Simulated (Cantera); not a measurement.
Feed: 1 mol trisilylamine, 0.86 mol NH3, at 750 K and 10.0 mbar.

These are equilibrium values from Cantera (NASA tables, ideal gas, pure condensed phases), not measurements of a reactor. Candidate condensed phases: Si, Si3N4; 18 gas species. The feed counts by its element totals alone. Kinetics and transport are ignored.

Problem. What is the equilibrium state?

Solution. 
| Item | Value |
|---|---|
| x(H2) | 1.00 |
| n(Si(s)) | 1.60 mol |
| n(Si3N4(s)) | 0.465 mol |
| gas amount | 5.790 mol |
